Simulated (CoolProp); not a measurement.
Properties of ethylene at several states (Tc = 282.4 K, pc = 5.042 MPa, ω = 0.087).

Computed with CoolProp (reference Helmholtz-energy equation of state, Smukala 2000).

| T (K) | p (MPa) | phase | Z | isothermal compressibility (1/MPa) | fugacity coefficient |
|---|---|---|---|---|---|
| 118.2 | 0.0738 | liquid | 0.003310 | 0.0008730 | 0.01469 |
| 422.6 | 0.467 | gas | 0.9918 | 2.159 | 0.9918 |
| 223.6 | 0.467 | gas | 0.9328 | 2.306 | 0.9370 |
| 148.1 | 3.01 | liquid | 0.1144 | 0.001262 | 0.008678 |
| 199.9 | 0.365 | gas | 0.9252 | 2.981 | 0.9307 |
| 118.9 | 0.0115 | liquid | 0.0005134 | 0.0008813 | 0.1031 |
